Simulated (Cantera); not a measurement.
Input: 1 mol Si3N4, 0.25 mol CO2, 1 mol N2, equilibrated at 1827 °C and 13300 Pa.

Cantera equilibrium calculation (NASA polynomials, part measured and part estimated; ideal gas, pure solids and liquids). Mutual solubility and eutectic melting of coexisting phases are not modelled. The tables' values for SiN are old estimates; treat these amounts as uncertain. Rates play no part.

```csv
species,before,after
N2,0.856,0.416
SiO,0.0937,0.353
CO,0.0490,0.229
Si2N,8.42e-5,4.73e-5
SiN,7.01e-5,4.39e-5
Si2,1.30e-5,1.05e-5
Si,0.00100,0.000898
Si2C,4.09e-5,3.68e-5
"Si(l), mol",2.59,0
"SiC(s), mol",0.0780,0.446
```
Gas species are given as mole fractions.

**Question.** What was changed between the two runs?
A) temperature from 1827 °C to 1525 °C
B) temperature from 1827 °C to 1327 °C
C) temperature from 1827 °C to 1800 °C
D) CO2 from 0.25 to 2.1 mol

**Answer.** D, CO2 from 0.25 to 2.1 mol
